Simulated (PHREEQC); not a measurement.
Solution (80 °C): 3.9 mol H2SO4, 0.092 mol Na2SO4 and 5e-05 mol H4SiO4 per kg of water. Closed to the air; pH follows from the charge balance.

Model: Pitzer model, pitzer.dat, run in PHREEQC.

Task: The ionic strength comes out as 4.64 mol/kgw. What activity coefficients do HSO4-, SO4-2, H+, Na+ get?

Result: HSO4- 0.82, SO4-2 0.00086, H+ 5.3, Na+ 1.7. Single-ion values are on the MacInnes scale.

This is a speciation only: nothing precipitates in the calculation. In brines, pH and single-ion activities rest on the MacInnes convention. Away from 25 °C the constants follow the database's enthalpies or fits; those with neither stay at their 25 °C values.
